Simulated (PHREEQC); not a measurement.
1.2 g of hydrous ferric oxide (600 m²/g; 0.2 weak and 0.005 strong sites per Fe, Dzombak-Morel constants, diffuse double layer) in 1 kg of water with 0.1 mol/kgw of an inert sodium salt and 0.0014 mol/kgw ZnSO4 and 3.9e-05 mol/kgw MgCl2, at 25 °C; the pH is set by adding NaOH or the inert anion's acid. O2 is buffered at 0.21 atm. The system is closed to CO2. No solid was allowed to form.

Base run: PHREEQC, ion-association model, wateq4f.dat. Each further column changes one thing. The table gives Zn sorbed (%).

```tsv
pH	base	no electrostatic term (-no_edl)	background salt from 0.1 to 0.01 mol/kgw	oxide from 1.2 to 6 g/kgw
3	0.0	0.0	0.0	0.0
4	0.1	0.1	0.2	0.6
4.5	1.0	1.1	1.4	4.4
5.5	7.3	9.3	8.5	31.4
6	21.8	33.6	26.7	62.3
7	77.7	95.2	81.2	98.4
8	95.7	99.7	95.9	100.0
8.5	97.7	99.9	97.0	100.0
9.5	95.1	(withheld)	93.6	100.0
10	91.5	(withheld)	(withheld)	100.0
11	80.8	15.3	86.7	100.0
```

Question: Some entries are withheld; supply them.

Answer: 
- 9.5, no electrostatic term (-no_edl): 98.7
- 10, no electrostatic term (-no_edl): 90.6
- 10, background salt from 0.1 to 0.01 mol/kgw: 91.6

In at least one series the solution becomes supersaturated in solids that the run did not let form, among them Zn(OH)2-e, Zn4(OH)6SO4. The oxide is taken as insoluble; below pH 4 it would dissolve.
